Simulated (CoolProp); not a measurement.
Vapour-liquid equilibrium of 1-butene (1) + n-butane (2) at 192.6 K; x and y are mole fractions of (1).

Values from CoolProp's multi-fluid Helmholtz-energy mixture model, Lemmon 2005 and Bücker 2006; pair parameters Bell 2016.

```
x     bubble pressure (MPa)  y at the bubble point  dew pressure at overall composition x (MPa)  liquid density (mol/L)
----  ---------------------  ---------------------  -------------------------------------------  ----------------------
0.05               0.001085                  0.069                                     0.001079                   11.76
0.15               0.001130                  0.201                                     0.001112                   11.84
0.25               0.001175                  0.323                                     0.001148                   11.92
0.35               0.001221                  0.434                                     0.001186                   12.01
0.45               0.001265                  0.536                                     0.001227                   12.09
0.55               0.001306                  0.630                                     0.001271                   12.18
0.65               0.001346                  0.718                                     0.001315                   12.26
0.75               0.001383                  0.800                                     0.001360                   12.35
0.85               0.001416                  0.880                                     0.001404                   12.44
0.95               0.001447                  0.960                                     0.001443                   12.54
```

No azeotrope shows between x = 0.05 and 0.95.

The pair parameters rest on a limited set of measurements; away from them the model extrapolates.
